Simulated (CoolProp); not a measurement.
Vapour-liquid equilibrium of methanol (1) + isohexane (2) at 441.4 K; x and y are mole fractions of (1).

Values from CoolProp's multi-fluid Helmholtz-energy mixture model, de Reuck 1993 and Lemmon 2006; pair parameters Bell 2016.

```json
[
 {"x": "0.05", "bubble pressure (bar)": "14.82", "y at the bubble point": "0.143", "dew pressure at overall composition x (bar)": "13.28", "liquid density (mol/L)": "5.737"},
 {"x": "0.125", "bubble pressure (bar)": "17.52", "y at the bubble point": "0.279", "dew pressure at overall composition x (bar)": "14.50", "liquid density (mol/L)": "5.991"},
 {"x": "0.2", "bubble pressure (bar)": "19.58", "y at the bubble point": "0.369", "dew pressure at overall composition x (bar)": "15.89", "liquid density (mol/L)": "6.288"},
 {"x": "0.275", "bubble pressure (bar)": "21.16", "y at the bubble point": "0.435", "dew pressure at overall composition x (bar)": "17.44", "liquid density (mol/L)": "6.642"},
 {"x": "0.35", "bubble pressure (bar)": "22.37", "y at the bubble point": "0.488", "dew pressure at overall composition x (bar)": "19.14", "liquid density (mol/L)": "7.075"},
 {"x": "0.425", "bubble pressure (bar)": "23.27", "y at the bubble point": "0.535", "dew pressure at overall composition x (bar)": "20.93", "liquid density (mol/L)": "7.613"},
 {"x": "0.5", "bubble pressure (bar)": "23.91", "y at the bubble point": "0.578", "dew pressure at overall composition x (bar)": "22.61", "liquid density (mol/L)": "8.285"},
 {"x": "0.575", "bubble pressure (bar)": "24.32", "y at the bubble point": "0.619", "dew pressure at overall composition x (bar)": "23.87", "liquid density (mol/L)": "9.122"},
 {"x": "0.65", "bubble pressure (bar)": "24.51", "y at the bubble point": "0.661", "dew pressure at overall composition x (bar)": "24.48", "liquid density (mol/L)": "10.16"},
 {"x": "0.725", "bubble pressure (bar)": "24.47", "y at the bubble point": "0.706", "dew pressure at overall composition x (bar)": "24.39", "liquid density (mol/L)": "11.43"},
 {"x": "0.8", "bubble pressure (bar)": "24.15", "y at the bubble point": "0.760", "dew pressure at overall composition x (bar)": "23.78", "liquid density (mol/L)": "13.00"},
 {"x": "0.875", "bubble pressure (bar)": "23.47", "y at the bubble point": "0.827", "dew pressure at overall composition x (bar)": "22.87", "liquid density (mol/L)": "14.92"},
 {"x": "0.95", "bubble pressure (bar)": "22.29", "y at the bubble point": "0.918", "dew pressure at overall composition x (bar)": "21.85", "liquid density (mol/L)": "17.31"}
]
```

y crosses x between x = 0.65 and 0.725: the model has an azeotrope there.

The pair parameters rest on a limited set of measurements; away from them the model extrapolates.
